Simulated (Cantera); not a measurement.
A Cantera script and its output.

```python
import numpy as np
import cantera as ct

gas = ct.Solution("gri30.yaml")
gas.TPX = 2923, 1333, {'CH4': 0.0059, 'H2': 1, 'CO2': 0.018}
reactor = ct.IdealGasConstPressureReactor(gas, energy="off", clone=False)
net = ct.ReactorNet([reactor])
net.rtol, net.atol = 1e-08, 1e-18
show = ['CH4', 'H2', 'CO2', 'O2', 'C2H', 'C2H4', 'HCO']
times = np.geomspace(0.0002, 100, 9)

steps = ct.SolutionArray(gas, extra=["t"])
rows = []
print(f"{'t/s':>10s}{'T/K':>9s}{'P/Pa':>11s}" + "".join(f"{s:>11s}" for s in show))
for t in times:
    while net.time < t:
        t_next = net.step()
        steps.append(gas.state, t=t_next)
    rows.append([np.interp(t, steps.t, y) for y in (steps.T, steps.P, *steps(*show).X.T)])
    print(f"{t:10.3e}{rows[-1][0]:9.1f}{rows[-1][1]:11.4g}" + "".join(f"{x:11.3e}" for x in rows[-1][2:]))
rate = np.gradient(steps.T, steps.t)
print("integrator steps:", len(steps.t))
if steps.T.max() > steps.T[0] + 200:
    print(f"time of steepest temperature rise: {steps.t[rate.argmax()]:.4e} s")
gas.TPX = 2923, 1333, {'CH4': 0.0059, 'H2': 1, 'CO2': 0.018}
gas.equilibrate("TP")
print(f"equilibrium (TP): T = {gas.T:.1f} K  " + "  ".join(f"{s} {gas[s].X[0]:.3e}" for s in show))
```

Result:

```
       t/s      T/K       P/Pa        CH4         H2        CO2         O2        C2H       C2H4        HCO
 2.000e-04   2923.0       1333  4.669e-03  9.639e-01  1.554e-02  7.335e-10  1.190e-08  2.136e-06  1.103e-07
 1.031e-03   2923.0       1333  2.273e-03  9.191e-01  1.255e-03  4.002e-08  4.148e-06  8.363e-06  7.237e-07
 5.318e-03   2923.0       1333  1.689e-04  8.777e-01  4.129e-05  1.627e-07  1.955e-05  4.003e-07  3.331e-07
 2.742e-02   2923.0       1333  2.037e-08  7.917e-01  3.602e-05  4.657e-07  6.278e-09  8.087e-12  8.289e-08
 1.414e-01   2923.0       1333  8.391e-13  5.511e-01  3.086e-05  3.744e-06  1.540e-15  6.390e-20  2.730e-08
 7.293e-01   2923.0       1333  3.080e-14  3.527e-01  2.286e-05  9.286e-06  2.086e-16  7.711e-22  1.147e-08
 3.761e+00   2923.0       1333  2.616e-14  3.432e-01  2.235e-05  9.545e-06  1.918e-16  6.264e-22  1.097e-08
 1.939e+01   2923.0       1333  2.616e-14  3.432e-01  2.235e-05  9.545e-06  1.918e-16  6.264e-22  1.097e-08
 1.000e+02   2923.0       1333  2.616e-14  3.432e-01  2.235e-05  9.545e-06  1.918e-16  6.264e-22  1.097e-08
integrator steps: 2158
equilibrium (TP): T = 2923.0 K  CH4 2.662e-14  H2 3.432e-01  CO2 2.235e-05  O2 9.545e-06  C2H 1.931e-16  C2H4 6.307e-22  HCO 1.097e-08
```

Computed with Cantera and GRI-Mech 3.0 (53 species, 325 reactions). Radical loss at walls, strong at low pressure, is not modelled.
